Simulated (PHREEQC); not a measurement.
**Spent oxide etchant**

Solution (25 °C): 0.0017 mol HF and 0.048 mol H2SiF6 per kg of water. Closed to the air; pH follows from the charge balance.

Computed with PHREEQC (ion-association model, phreeqc.dat).

- pH: 1.12
- ionic strength: 0.141 mol/kgw
- density: 1.002 g/cm³
- total alkalinity: -290 meq/kg

```json
[
 {"species": "H+", "molality": "0.0937", "activity": "0.0761", "log γ": "-0.091"},
 {"species": "SiF6-2", "molality": "0.0468", "activity": "0.0157", "log γ": "-0.473"},
 {"species": "HF", "molality": "0.00876", "activity": "0.00905", "log γ": "0.014"},
 {"species": "H4SiO4", "molality": "0.00120", "activity": "0.00123", "log γ": "0.014"},
 {"species": "F-", "molality": "0.000108", "activity": "7.93e-5", "log γ": "-0.134"},
 {"species": "HF2-", "molality": "3.61e-6", "activity": "2.75e-6", "log γ": "-0.118"}
]
```

Precipitation was switched off in this run. The solution is supersaturated, for example in Quartz (slow to form), Chalcedony (slow to form), so a real one may precipitate; this is no full list. SiF6-2 is the database's only silicon fluoride.
